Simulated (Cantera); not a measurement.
Input: 1 mol Cu2O, 0.9 mol H2, 49 mol N2, held at 1552 °C and 0.000770 bar.

These are equilibrium values from Cantera (NASA tables, ideal gas, pure condensed phases), not measurements of a reactor. Candidate condensed phases: Cu, CuO, Cu(OH)2, Cu2O, H2O; 27 gas species. Kinetics and transport are ignored.

Base state: N2 0.942, Cu 0.0384, H2O 0.0157, O2 0.00122, H2 0.00110, OH 0.000526, H 0.000525, NO 0.000377 (mole fractions); condensed: gas only.

Task: What changes in the equilibrium state with this change: temperature from 1552 °C to 1802 °C?

Result: 
| species | before | after |
|---|---|---|
| N2 | 0.942 | 0.935 |
| Cu | 0.0384 | 0.0382 |
| H2O | 0.0157 | 0.00974 |
| H | 0.000525 | 0.00581 |
| O | 0.000194 | 0.00200 |
| OH | 0.000526 | 0.00176 |
